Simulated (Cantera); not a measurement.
Feed: 1 mol Al(CH3)3, 2.5 mol N2O, 13 mol H2, 0.23 mol H2O, held at 10.0 mbar.

Equilibrium computed with Cantera from the NASA thermochemical tables; the gas is ideal and each condensed phase is pure. Candidate condensed phases: Al, AlN, Al2O3, C, C6H6, C7H8, C8H18, H2O; 148 gas species. The feed counts by its element totals alone. Equilibrium is a limit: real reactors are often held back by kinetics, nucleation or transport. All values below are at 1025 K.

Base state: H2 0.826, N2 0.117, CO 0.0572, CH4 0.000501, H2O 0.000125, CO2 1.13e-5 (mole fractions); condensed: Al2O3(s) + C(graphite).

Question: What changes in the equilibrium state with this change: Al(CH3)3 replaced by AlCl3?

Answer: 
```
species             before   after
----------------  --------  ------
H2                   0.826   0.609
HCl                      0   0.174
N2                   0.117   0.145
H2O               0.000125  0.0714
CO                  0.0572       0
CH4               0.000501       0
CO2                1.13e-5       0
Al2O3(s), mol        0.500   0.500
C(graphite), mol      1.76       0
```
Further candidate phases: AlCl3, NH4Cl.
